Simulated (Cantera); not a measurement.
# Thermodynamics of carbon deposition, reforming and gasification, feed C2H4 + NH3 + H2

Input: 1 mol C2H4, 2.1 mol NH3, 5.3 mol H2, equilibrated at 150000 Pa.

Method: chemical equilibrium by Gibbs-energy minimisation in Cantera with the NASA 1993 tables (ideal gas, pure condensed phases). Candidate condensed phases: C, C6H6, C7H8, C8H18; 92 gas species. Kinetics and transport are ignored.

From 1402 °C to 1752 °C the condensed part is C(graphite). The main C-bearing gas is CH4 at 1402 °C and HCN at 1752 °C.

| T (°C) | x H2 | x N2 | x HCN | x H | x CH4 | x C2H2 (acetylene) | n C(graphite) |
|---|---|---|---|---|---|---|---|
| 1402 | 0.906 | 0.0910 | 0.000915 | 9.03e-5 | 0.00148 | 5.26e-5 | 1.97 |
| 1452 | 0.906 | 0.0908 | 0.00120 | 0.000144 | 0.00123 | 8.35e-5 | 1.97 |
| 1502 | 0.906 | 0.0906 | 0.00155 | 0.000225 | 0.00103 | 0.000129 | 1.97 |
| 1552 | 0.906 | 0.0903 | 0.00198 | 0.000342 | 0.000873 | 0.000195 | 1.96 |
| 1602 | 0.906 | 0.0900 | 0.00249 | 0.000509 | 0.000746 | 0.000287 | 1.95 |
| 1652 | 0.905 | 0.0897 | 0.00309 | 0.000743 | 0.000642 | 0.000415 | 1.95 |
| 1702 | 0.904 | 0.0893 | 0.00379 | 0.00106 | 0.000557 | 0.000587 | 1.93 |
| 1752 | 0.903 | 0.0888 | 0.00460 | 0.00149 | 0.000487 | 0.000818 | 1.92 |
x: gas mole fraction; n: condensed amount in mol.
